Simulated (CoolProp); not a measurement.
A simple Rankine cycle with cis-2-butene: condensing at 317.15 K, boiler at 1.04 MPa, turbine inlet 398.2 K, turbine efficiency 0.6, pump efficiency 0.6, no recuperator. Each further row changes one setting.

Computed with CoolProp (reference Helmholtz-energy equation of state, Lemmon 2005). It is a short technical equation, of lower accuracy than the large ones.

| case | thermal efficiency (%) | net work (kJ/kg) | heat in (kJ/kg) | turbine exit temperature (K) | volume ratio over the turbine |
|---|---|---|---|---|---|
| as stated | 5.9 | 29.1 | 496 | 372.3 | 2.78 |
| turbine inlet 418.2 K | 5.8 | 31.4 | 537 | 393.2 | 2.76 |
| condensing temperature 309.15 K | 7.0 | 35.9 | 514 | 367.2 | 3.50 |
| boiler pressure 0.728 MPa | 4.0 | 20.0 | 505 | 382.4 | 1.92 |
| turbine efficiency 0.5 | 4.8 | 24.0 | 496 | 375.1 | 2.81 |
